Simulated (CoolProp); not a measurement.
A simple Rankine cycle with R22: condensing at 293.15 K, boiler at 3.4 MPa, turbine inlet 351.4 K, turbine efficiency 0.9, pump efficiency 0.6, no recuperator. Each further row changes one setting.

The numbers come from the reference Helmholtz-energy equation of state, Kamei 1995 in CoolProp.

```json
[
 {"case": "as stated", "thermal efficiency (%)": "11.3", "net work (kJ/kg)": "21.4", "heat in (kJ/kg)": "190", "turbine exit temperature (K)": "293.2", "volume ratio over the turbine": "3.94"},
 {"case": "turbine inlet 371.4 K", "thermal efficiency (%)": "12.0", "net work (kJ/kg)": "26.0", "heat in (kJ/kg)": "217", "turbine exit temperature (K)": "297.3", "volume ratio over the turbine": "3.56"},
 {"case": "condensing temperature 285.15 K", "thermal efficiency (%)": "12.8", "net work (kJ/kg)": "25.6", "heat in (kJ/kg)": "200", "turbine exit temperature (K)": "285.2", "volume ratio over the turbine": "4.92"},
 {"case": "boiler pressure 2.38 MPa", "thermal efficiency (%)": "9.3", "net work (kJ/kg)": "19.7", "heat in (kJ/kg)": "213", "turbine exit temperature (K)": "299.8", "volume ratio over the turbine": "2.49"},
 {"case": "turbine efficiency 0.8", "thermal efficiency (%)": "9.8", "net work (kJ/kg)": "18.7", "heat in (kJ/kg)": "190", "turbine exit temperature (K)": "293.2", "volume ratio over the turbine": "4.00"}
]
```

The expansion ends wet for: as stated; condensing temperature 285.15 K; turbine efficiency 0.8.
